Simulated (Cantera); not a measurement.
Predominance diagram of Zr at 1725 K against the partial pressures of O₂ and N₂ (log10, bar). Source: NASA polynomial tables (part measured, part estimated), evaluated in Cantera. Candidates: Zr(β), ZrN(s), ZrO₂(tetragonal). Only these pure phases compete in this equilibrium. ZrN: taken at fixed stoichiometry.

```
log p(N₂) \ log p(O₂)
        columns: -20, -18.9, -17.8, -16.7, -15.6, -14.4, -13.3, -12.2, -11.1, -10, -8.9, -7.8, -6.7, -5.6, -4.4, -3.3, -2.2, -1.1, 0
      0  A A A B B B B B B B B B B B B B B B B
   -1.1  A A B B B B B B B B B B B B B B B B B
   -2.2  A A B B B B B B B B B B B B B B B B B
   -3.3  A B B B B B B B B B B B B B B B B B B
   -4.4  A B B B B B B B B B B B B B B B B B B
   -5.5  B B B B B B B B B B B B B B B B B B B
   -6.5  B B B B B B B B B B B B B B B B B B B
   -7.6  B B B B B B B B B B B B B B B B B B B
   -8.7  B B B B B B B B B B B B B B B B B B B
   -9.8  B B B B B B B B B B B B B B B B B B B
  -10.9  B B B B B B B B B B B B B B B B B B B
    -12  B B B B B B B B B B B B B B B B B B B
```

A: ZrN(s); B: ZrO₂(tetragonal).
